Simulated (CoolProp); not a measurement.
Model: reference Helmholtz-energy equation of state, de Reuck 1990, in CoolProp.

Task: For fluorine, give the phase and the cp (kJ/(kg K)), speed of sound (m/s), Joule-Thomson coefficient (K/MPa), isothermal compressibility (1/MPa) at -149.85 °C and 20 MPa; -77.05 °C and 20 MPa.

Result: 
- -149.85 °C and 20 MPa: liquid; cp 1.52, speed of sound 661, Joule-Thomson coefficient -0.161, isothermal compressibility 0.00368
- -77.05 °C and 20 MPa: supercritical; cp 1.70, speed of sound 308, Joule-Thomson coefficient 1.19, isothermal compressibility 0.0409
